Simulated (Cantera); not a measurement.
**Iron carbonyl, mercury and lead vapours: PbO + H2 + N2 + CO**

Input: 1 mol PbO, 0.11 mol H2, 4.2 mol N2, 1.1 mol CO.

Equilibrium computed with Cantera from the NASA thermochemical tables; the gas is ideal and each condensed phase is pure. Candidate condensed phases: C, C6H6, C7H8, C8H18, H2O, Pb, PbO, PbO2, Pb3O4; 139 gas species. Rates play no part.

Stable condensed phases:

```
T in K \ P in Pa
              10      32     100     320    1000    3200   10000   32000  100000  320000 1000000
   1523        A       A       A       A       A       A       A       B       B       B       B
   1473        A       A       A       A       A       A       A       B       B       B       B
   1423        A       A       A       A       A       A       B       B       B       B       B
   1373        A       A       A       A       A       A       B       B       B       B       B
   1323        A       A       A       A       A       B       B       B       B       B       B
   1273        A       A       A       A       A       B       B       B       B       B       B
   1223        A       A       A       A       B       B       B       B       B       B       B
   1173        A       A       A       B       B       B       B       B       B       B       B
   1123        A       A       A       B       B       B       B       B       B       B       B
   1073        A       A       B       B       B       B       B       B       B       B       B
```

A: gas only; B: Pb.
